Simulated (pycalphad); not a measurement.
Computed with pycalphad from the COST 507 light-alloy database (1999), at 1 atm. The database dates from 1999; later assessments differ in places, in temperatures and in the compounds included. The system is extrapolated from its subsystems; higher-order compounds may be missing. Amounts are mole fractions of atoms. Kinetics are ignored, which matters at the lower temperatures.

Question: Give the equilibrium state of Ti-2.449Al-0.1877C (wt.%) at 552 °C.

Answer: hcp, fraction 0.980, with 2.5 Al, 0.01 C wt.%; fcc, fraction 0.020, with <0.01 Al, 12.4 C wt.%.

Question: Give the equilibrium state of Ti-2.449Al-0.1877C (wt.%) at 1152 °C.

Answer: bcc, fraction 0.995, with 2.5 Al, 0.15 C wt.%; fcc, fraction 0.005, with <0.01 Al, 11.4 C wt.%.

The fcc model also describes the rock-salt carbide or nitride (TiC, TiN, HfC).
